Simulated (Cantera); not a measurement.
Input: 1 mol MgCO₃, 1.2 mol O₂, held at 165 Torr.

Equilibrium computed with Cantera from the NASA thermochemical tables; the gas is ideal and each condensed phase is pure. Candidate condensed phases: C, Mg, MgCO₃, MgO; 15 gas species. The numbers say what is thermodynamically allowed, not how fast it happens. All values below are at 1823 K.

Base state: O₂ 0.545, CO₂ 0.454, CO 0.000341, O 0.000238 (mole fractions); condensed: MgO(s).

Question: What changes in the equilibrium state with this change: pressure from 165 Torr to 0.638 Torr?

Answer: 
```csv
species,before,after
O₂,0.545,0.544
CO₂,0.454,0.447
CO,0.000341,0.00541
O,0.000238,0.00382
"MgO(s), mol",1.00,1.000
```
